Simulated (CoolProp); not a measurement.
A Linde-Hampson liquefier for ethane: isothermal reversible compression at 320 K from 1 atm to 5 MPa, throttling to 1 atm, return gas leaving the recuperator 0 K below the feed. Each further row changes one setting.

Computed with CoolProp (reference Helmholtz-energy equation of state, Bücker 2006).

| case | liquid yield per pass | compression work (kJ/kg of gas) |
|---|---|---|
| as stated | (withheld) | 315 |
| high pressure 10 MPa | (withheld) | (withheld) |
| warm-end temperature 350 K | 0.112 | 354 |
| warm-end gap 5 K | (withheld) | 315 |

Task: What belongs in the gaps?

Result: 
- as stated, liquid yield per pass: 0.175
- high pressure 10 MPa, liquid yield per pass: 0.433
- high pressure 10 MPa, compression work (kJ/kg of gas): 338
- warm-end gap 5 K, liquid yield per pass: 0.165
